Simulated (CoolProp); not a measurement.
Properties of isobutene along the isobar 7.77 MPa (Tc = 144.9 °C, pc = 4.016 MPa, ω = 0.193).

The numbers come from the reference Helmholtz-energy equation of state, Lemmon 2005 in CoolProp. It is a short technical equation, of lower accuracy than the large ones.

```csv
T (°C),phase,Z,speed of sound (m/s),isothermal compressibility (1/MPa),fugacity coefficient
-122.95,liquid,0.4641,1772,0.0006083,2.836e-6
-113.45,liquid,0.4421,1714,0.0006588,1.020e-5
-103.95,liquid,0.4227,1658,0.0007141,3.118e-5
-94.45,liquid,0.4054,1601,0.0007748,8.318e-5
-84.95,liquid,0.3900,1546,0.0008415,0.0001980
-75.45,liquid,0.3762,1491,0.0009152,0.0004278
-65.95,liquid,0.3638,1437,0.0009968,0.0008513
-56.45,liquid,0.3526,1384,0.001087,0.001578
-47.05,liquid,0.3427,1333,0.001187,0.002735
```
